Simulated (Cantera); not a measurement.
## Premixed flame

A freely propagating, adiabatic, planar premixed flame of H2 : O2 : N2 : H2O = 1 : 0.595 : 2.74 : 0.0063 (molar parts), unburnt at 400 K and 1.00 bar; mixture-averaged transport, grid criteria slope 0.08 and curve 0.16, no radiation.

Model: the H2/O2 subset of GRI-Mech 3.0, which has no nitrogen chemistry, integrated in Cantera. Burning velocities carry a grid error of a few per cent, more on coarse grids.

| z (mm) | T (K) | u (m/s) | x H2 | x O2 | x H2O | x H | x O | x H2O2 |
|---|---|---|---|---|---|---|---|---|
| -1.21 | 400 | 2.21 | 0.230 | 0.137 | 0.00145 | <1e-8 | <1e-8 | <1e-8 |
| -0.805 | 400 | 2.21 | 0.230 | 0.137 | 0.00145 | <1e-8 | <1e-8 | <1e-8 |
| -0.604 | 400 | 2.20 | 0.230 | 0.137 | 0.00145 | <1e-8 | <1e-8 | <1e-8 |
| -0.403 | 400 | 2.20 | 0.229 | 0.137 | 0.00146 | <1e-8 | 1.32e-8 | 4.49e-8 |
| -0.201 | 427 | 2.31 | 0.214 | 0.139 | 0.00267 | 4.04e-6 | 1.72e-6 | 1.39e-5 |
| -0.101 | 671 | 3.51 | 0.174 | 0.135 | 0.0250 | 0.00147 | 0.000122 | 6.09e-5 |
| 0 | 1082 | 5.52 | 0.108 | 0.107 | 0.0906 | 0.0118 | 0.00208 | 1.25e-5 |
| 0.101 | 1381 | 6.98 | 0.0501 | 0.0656 | 0.164 | 0.0225 | 0.00617 | 4.50e-6 |
| 0.201 | 1544 | 7.77 | 0.0274 | 0.0451 | 0.198 | 0.0230 | 0.00774 | 2.69e-6 |
| 0.403 | 1703 | 8.52 | 0.0193 | 0.0362 | 0.216 | 0.0164 | 0.00690 | 1.32e-6 |
| 0.805 | 1842 | 9.14 | 0.0151 | 0.0324 | 0.227 | 0.00921 | 0.00480 | 6.67e-7 |
| 1.61 | 1952 | 9.62 | 0.0102 | 0.0295 | 0.238 | 0.00428 | 0.00286 | 3.87e-7 |
| 3.22 | 2028 | 9.94 | 0.00581 | 0.0277 | 0.246 | 0.00162 | 0.00148 | 2.44e-7 |
x: mole fraction of selected species; z is measured from the peak of heat release.

```yaml
laminar_burning_velocity: 221 cm/s
thermal_thickness: 0.403 mm
peak x(H): 0.0237
peak x(O): 0.00779
peak x(H2O2): 6.22e-5
grid_points: 112
```
